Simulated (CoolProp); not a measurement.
Properties of R1336mzz(Z) at several states.

Values from CoolProp's reference Helmholtz-energy equation of state, McLinden 2020.

```
T (K)  p (bar)          phase  cp (kJ/(kg K))  isothermal compressibility (1/MPa)  expansivity (1/kK)
-----  -------  -------------  --------------  ----------------------------------  ------------------
476.4      166  supercritical             [?]                                 [?]                 [?]
488.8     8.16            gas           1.144                               1.326                 [?]
466.4      101  supercritical             [?]                                 [?]               4.243
391.5     2.41            gas           1.025                               4.371                 [?]
```

Problem. Some entries are withheld; supply them.

Solution. 
- 476.4, cp (kJ/(kg K)): 1.424
- 476.4, isothermal compressibility (1/MPa): 0.01209
- 476.4, expansivity (1/kK): 2.811
- 488.8, expansivity (1/kK): 2.703
- 466.4, cp (kJ/(kg K)): 1.512
- 466.4, isothermal compressibility (1/MPa): 0.02258
- 391.5, expansivity (1/kK): 3.059
